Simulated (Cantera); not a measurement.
An isothermal, constant-pressure homogeneous reactor starts with 14.5 % H₂, 85.5 % O₂, equivalence ratio 0.085, at 1200 K and 0.00651 atm.

Computed with Cantera and the H2/O2 subset of GRI-Mech 3.0, which has no nitrogen chemistry. Radical loss at walls, strong at low pressure, is not modelled. The temperature is held fixed by assumption; the heat of reaction is taken as removed at once.

One state of this run: x H₂ = 6.55e-6; x O₂ = 0.843; x O = 6.85e-5; x HO₂ = 1.23e-7; x OH = 0.000289; x H = 1.49e-6. x: mole fraction; the columns are a selection and need not sum to one.

Question: Which value of t (s) does it belong to?
A. 0.000200
B. 0.0928
C. 2.00
D. 0.00431

Answer: C, 2.00
